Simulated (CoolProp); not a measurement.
Aqueous potassium acetate as a coolant, at 22 °C, 1 atm.

Computed with CoolProp (Melinder's fits for secondary coolants).

| mass % | freezing point (°C) | viscosity (mPa s) | Prandtl number | density (kg/m³) | conductivity (W/(m K)) |
|---|---|---|---|---|---|
| 2.2 | -0.8 | 1.01 | 6.95 | 1011 | ___ |
| 5.8 | -2.4 | 1.10 | 7.48 | ___ | 0.582 |
| 9.4 | -4.2 | 1.20 | 8.10 | 1047 | 0.570 |
| 12.9 | -6.2 | 1.31 | 8.78 | 1064 | 0.558 |
| 16.5 | -8.5 | ___ | 9.57 | 1082 | 0.546 |
| 20.1 | -11.3 | ___ | 10.5 | 1101 | 0.534 |
| 23.7 | -14.8 | 1.77 | 11.5 | 1121 | 0.522 |
| 27.3 | -19.1 | 1.98 | 12.8 | ___ | 0.511 |
| 30.9 | -24.5 | 2.25 | 14.4 | 1162 | 0.500 |
| 34.5 | -31.0 | 2.58 | 16.4 | 1183 | 0.489 |
| 38.1 | -38.2 | 2.99 | 18.9 | 1203 | 0.478 |
| 41.7 | -45.6 | 3.49 | 21.8 | 1224 | 0.467 |

What belongs in the gaps?


- 2.2, conductivity (W/(m K)): 0.594
- 5.8, density (kg/m³): 1030
- 16.5, viscosity (mPa s): 1.44
- 20.1, viscosity (mPa s): 1.59
- 27.3, density (kg/m³): 1141
